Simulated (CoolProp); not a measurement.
Aqueous ethanol as a coolant, at 29 °C, 1 atm.

Values from CoolProp's Melinder's fits for secondary coolants.

```
mass %  freezing point (°C)  density (kg/m³)  cp (kJ/(kg K))  Prandtl number  viscosity (mPa s)
------  -------------------  ---------------  --------------  --------------  -----------------
5.8                    -2.4            985.4           4.227            7.54               1.02
9.9                    -4.3            979.2           4.273            9.32               1.18
14                     -6.7            973.3           4.306            11.4               1.35
18.1                   -9.6            967.5           4.319            13.5                [?]
22.1                  -12.9              [?]           4.310            15.7               1.68
26.2                    [?]            955.0           4.279             [?]               1.82
30.3                  -20.4            947.8           4.231            19.7               1.93
34.4                  -24.4            940.1           4.171            21.3               2.01
38.5                  -28.2            931.8             [?]            22.7               2.06
42.6                    [?]            923.0           4.028            23.9               2.09
46.7                  -35.1            913.9           3.952            24.8               2.10
50.8                  -38.2            904.5           3.870            25.6               2.09
```

Problem. What belongs in the gaps?

Solution. 
- 18.1, viscosity (mPa s): 1.53
- 22.1, density (kg/m³): 961.5
- 26.2, freezing point (°C): -16.5
- 26.2, Prandtl number: 17.8
- 38.5, cp (kJ/(kg K)): 4.102
- 42.6, freezing point (°C): -31.8
